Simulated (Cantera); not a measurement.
A closed system holds: 1 mol SiF4, 0.24 mol NH3, 42 mol N2, at 0.00133 bar.

Cantera equilibrium calculation (NASA polynomials, part measured and part estimated; ideal gas, pure solids and liquids). Candidate condensed phases: Si, Si3N4; 37 gas species. Equilibrium is a limit: real reactors are often held back by kinetics, nucleation or transport.

Q: At 1000 K, list the 4 most abundant gas species with their mole fractions, and the condensed phases.

A: N2 0.969, SiF4 0.0230, H2 0.00824, HF 8.18e-5. Condensed: Si3N4(s).
